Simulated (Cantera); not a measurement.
An isothermal, constant-pressure homogeneous reactor starts with N₂O : O₂ = 1 : 0.34 (molar parts), at 1225 K and 0.0133 bar. Integrator tolerance rtol = 1e-08.

Computed with Cantera and GRI-Mech 3.0 (53 species, 325 reactions). GRI-Mech 3.0 was tuned for natural gas; its chemistry of N2O as a main component is partial and can be far from experiment. Radical loss at walls, strong at low pressure, is not modelled. The mechanism lacks the step 2 NO + O2 → 2 NO2, which can matter for NO2 below about 1400 K. The temperature is held fixed by assumption; the heat of reaction is taken as removed at once.

**Question.** What does this change do: O2 0.34 to 1.3 parts?

**Answer.** 
```tsv
quantity	before	after
x(N₂O) at 30.0 s	0.450 (gas-phase equilibrium 1.92e-9)	0.274 (gas-phase equilibrium 1.50e-9)
x(O₂) at 30.0 s	0.322 (gas-phase equilibrium 0.456)	0.586 (gas-phase equilibrium 0.643)
x(N₂) at 30.0 s	0.204 (gas-phase equilibrium 0.543)	0.124 (gas-phase equilibrium 0.357)
x(NO₂) at 30.0 s	7.50e-6 (gas-phase equilibrium 7.40e-7)	6.61e-6 (gas-phase equilibrium 8.44e-7)
x(NO) at 30.0 s	0.0249 (gas-phase equilibrium 0.000290)	0.0152 (gas-phase equilibrium 0.000279)
```

**Question.** What does this change do: pressure from 0.0133 bar to 1.01 bar?

**Answer.** 
```json
[
 {"quantity": "x(N₂O) at 30.0 s", "before": "0.450 (gas-phase equilibrium 1.92e-9)", "after": "6.60e-7 (gas-phase equilibrium 1.67e-8)"},
 {"quantity": "x(O₂) at 30.0 s", "before": "0.322 (gas-phase equilibrium 0.456)", "after": "0.434 (gas-phase equilibrium 0.456)"},
 {"quantity": "x(N₂) at 30.0 s", "before": "0.204 (gas-phase equilibrium 0.543)", "after": "0.521 (gas-phase equilibrium 0.543)"},
 {"quantity": "x(NO₂) at 30.0 s", "before": "7.50e-6 (gas-phase equilibrium 7.40e-7)", "after": "0.000959 (gas-phase equilibrium 6.45e-6)"},
 {"quantity": "x(NO) at 30.0 s", "before": "0.0249 (gas-phase equilibrium 0.000290)", "after": "0.0443 (gas-phase equilibrium 0.000290)"}
]
```
